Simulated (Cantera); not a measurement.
A freely propagating, adiabatic, planar premixed flame of 8.91 % CH₄, 1.87 % C₂H₆, 18.7 % O₂, 70.5 % N₂, unburnt at 600 K and 0.860 bar; mixture-averaged transport, grid criteria slope 0.08 and curve 0.16, no radiation.

Cantera simulation using GRI-Mech 3.0 (53 species, 325 reactions); the numbers are that mechanism's predictions, not measurements. Burning velocities carry a grid error of a few per cent, more on coarse grids.

Problem. Predict: laminar burning velocity; thermal thickness; peak x(HCO); peak x(CH₂).

Solution. 
- laminar burning velocity = 111 cm/s
- thermal thickness = 0.401 mm
- peak x(HCO) = 6.29e-5
- peak x(CH₂) = 0.000109
